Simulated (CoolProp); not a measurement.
Vapour-liquid equilibrium of CH2F2 (R32) (1) + R227EA (2) at 296 kPa; x and y are mole fractions of (1).

Values from CoolProp's multi-fluid Helmholtz-energy mixture model, Tillner-Roth 1997 and Lemmon 2016; pair parameters Bell 2016.

Problem. Give the bubble temperature and the first vapour's composition at x = 0.15, 0.55, 0.85. Is there an azeotrope?

Solution. x = 0.15: 272.3 K, y = 0.431; x = 0.55: 253.8 K, y = 0.837; x = 0.85: 247.6 K, y = 0.946. No azeotrope shows between x = 0.05 and 0.95.

The pair parameters rest on a limited set of measurements; away from them the model extrapolates.
